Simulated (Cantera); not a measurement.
Charge: 1 mol C2H2, 0.4 mol H2O, 63 mol H2, at 1050 °C and 0.000570 bar.

Equilibrium computed with Cantera from the NASA thermochemical tables; the gas is ideal and each condensed phase is pure. Candidate condensed phases: C, C6H6, C7H8, C8H18, H2O; 110 gas species. Equilibrium is a limit: real reactors are often held back by kinetics, nucleation or transport.

Base state: H2 0.994, CO 0.00617, H 6.64e-5 (mole fractions); condensed: C(graphite).

What changes in the equilibrium state with this change: H2O from 0.4 to 2.1 mol?


| species | before | after |
|---|---|---|
| H2 | 0.994 | 0.969 |
| CO | 0.00617 | 0.0293 |
| H2O | 2.56e-8 | 0.00144 |
| CO2 | <1e-9 | 2.36e-5 |
| H | 6.64e-5 | 6.55e-5 |
| C(graphite), mol | 1.60 | 0 |

What changes in the equilibrium state with this change: temperature from 1050 °C to 1327 °C?


```
species            before    after
----------------  -------  -------
H2                  0.994    0.992
CO                0.00617  0.00617
H                 6.64e-5  0.00227
C2H2 (acetylene)  8.22e-7  2.73e-5
C(graphite), mol     1.60     1.60
```
